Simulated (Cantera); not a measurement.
An isothermal, constant-pressure homogeneous reactor starts with CH₄ : H₂ = 0.019 : 1 (molar parts), at 1723 K and 0.0263 atm. Integrator tolerance rtol = 1e-08.

Detailed kinetics in Cantera: GRI-Mech 3.0 (53 species, 325 reactions). GRI-Mech 3.0 stops at C3 and has no aromatics, soot or wall deposition, so with more carbon than oxygen in the feed, carbon stays in small species such as C2H2 where larger ones or solid carbon would form. Radical loss at walls, strong at low pressure, is not modelled.

Question: What does this change do: temperature 1723 to 1900 K?

Answer: 
```
quantity                                             before                                      after
-----------------  ----------------------------------------  -----------------------------------------
x(CH₄) at 3.00 s   0.00301 (gas-phase equilibrium 0.000261)   0.000177 (gas-phase equilibrium 7.11e-5)
x(H₂) at 3.00 s         0.988 (gas-phase equilibrium 0.990)        0.986 (gas-phase equilibrium 0.986)
x(CH₃) at 3.00 s    6.73e-5 (gas-phase equilibrium 5.98e-6)    1.73e-5 (gas-phase equilibrium 7.00e-6)
x(CH₂) at 3.00 s    7.68e-8 (gas-phase equilibrium 7.13e-9)    1.03e-7 (gas-phase equilibrium 4.18e-8)
x(C₂H₆) at 3.00 s  3.93e-8 (gas-phase equilibrium 5.02e-10)  2.85e-10 (gas-phase equilibrium 5.97e-11)
```
